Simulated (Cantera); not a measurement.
A freely propagating, adiabatic, planar premixed flame of CH4 : C2H6 : C3H8 : O2 : N2 : H2O = 1 : 0.97 : 0.042 : 3.74 : 9.72 : 2.3 (molar parts), unburnt at 425 K and 0.987 atm; unity-Lewis-number transport, grid criteria slope 0.08 and curve 0.16, no radiation.

Cantera simulation using GRI-Mech 3.0 (53 species, 325 reactions); the numbers are that mechanism's predictions, not measurements. Unity Lewis numbers drop preferential diffusion, which matters most where H2 and H carry the flame. Burning velocities carry a grid error of a few per cent, more on coarse grids.

### Question
Predict: laminar burning velocity; thermal thickness; peak x(CH2); peak x(CH2O).

### Answer
```json
{
 "laminar_burning_velocity": "32.9 cm/s",
 "thermal_thickness": "0.657 mm",
 "peak x(CH2)": "6.34e-5",
 "peak x(CH2O)": "0.00140"
}
```
